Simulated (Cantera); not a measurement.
What does this Cantera script print?

```python
import numpy as np
import cantera as ct

gas = ct.Solution("gri30.yaml")
gas.TPX = 650, 220000, {'CH4': 1, 'H2': 0.29, 'O2': 1.53, 'N2': 5.76}
flame = ct.FreeFlame(gas, width=0.023)
flame.set_refine_criteria(ratio=3, slope=0.08, curve=0.16)
flame.transport_model = "mixture-averaged"
flame.solve(loglevel=0, auto=True)
z, T = flame.grid, flame.T
thick = (T[-1] - T[0]) / np.gradient(T, z).max()
show = ['CH4', 'H2', 'O2', 'O', 'H2O', 'CH2CO']
print(f"laminar burning velocity  {flame.velocity[0] * 100:.3f} cm/s")
print(f"burnt temperature         {T[-1]:.1f} K")
print(f"thermal thickness         {thick * 1e3:.4f} mm")
print(f"grid points               {len(z)}")
z0 = z[flame.heat_release_rate.argmax()]
print(f"{'z/mm':>9s}{'T/K':>9s}{'u/(m/s)':>9s}" + "".join(f"{s:>11s}" for s in show))
rows = []
for k in (-3, -2, -1.5, -1, -0.5, -0.25, 0, 0.25, 0.5, 1, 2, 4, 8):
    zz = z0 + k * thick
    rows.append([k * thick, np.interp(zz, z, T), np.interp(zz, z, flame.velocity),
                 *(np.interp(zz, z, flame.X[gas.species_index(s)]) for s in show)])
    print(f"{rows[-1][0] * 1e3:9.3f}{rows[-1][1]:9.1f}{rows[-1][2]:9.3f}" + "".join(f"{x:11.3e}" for x in rows[-1][3:]))
```

Output:

```
laminar burning velocity  82.605 cm/s
burnt temperature         2253.5 K
thermal thickness         0.2298 mm
grid points               137
     z/mm      T/K  u/(m/s)        CH4         H2         O2          O        H2O      CH2CO
   -0.689    650.7    0.828  1.163e-01  3.541e-02  1.780e-01  2.815e-13  1.218e-04  6.394e-09
   -0.460    656.2    0.838  1.155e-01  3.809e-02  1.772e-01  1.467e-11  9.819e-04  1.133e-07
   -0.345    674.2    0.863  1.139e-01  4.115e-02  1.757e-01  4.277e-10  3.583e-03  7.923e-07
   -0.230    777.0    1.003  1.060e-01  4.687e-02  1.676e-01  6.048e-08  1.721e-02  1.093e-05
   -0.115   1204.5    1.584  7.340e-02  5.565e-02  1.279e-01  7.432e-06  6.971e-02  1.346e-04
   -0.057   1585.9    2.112  4.190e-02  6.038e-02  8.489e-02  5.658e-05  1.161e-01  3.259e-04
    0.000   1934.2    2.606  1.333e-02  6.275e-02  3.870e-02  1.897e-04  1.597e-01  2.829e-04
    0.057   2112.0    2.856  2.515e-03  6.190e-02  1.257e-02  2.417e-04  1.813e-01  7.239e-05
    0.115   2171.6    2.935  4.667e-04  6.145e-02  3.701e-03  2.032e-04  1.869e-01  1.541e-05
    0.230   2200.2    2.967  3.027e-05  6.242e-02  4.809e-04  1.471e-04  1.870e-01  1.552e-06
    0.460   2215.7    2.983  7.897e-07  6.352e-02  1.301e-04  9.801e-05  1.864e-01  6.006e-08
    0.919   2230.3    3.000  1.223e-08  6.396e-02  7.029e-05  5.497e-05  1.871e-01  8.238e-10
    1.838   2242.8    3.015  1.633e-10  6.421e-02  3.296e-05  2.593e-05  1.879e-01  6.999e-12
```

Computed with Cantera and GRI-Mech 3.0 (53 species, 325 reactions). Burning velocities carry a grid error of a few per cent, more on coarse grids.
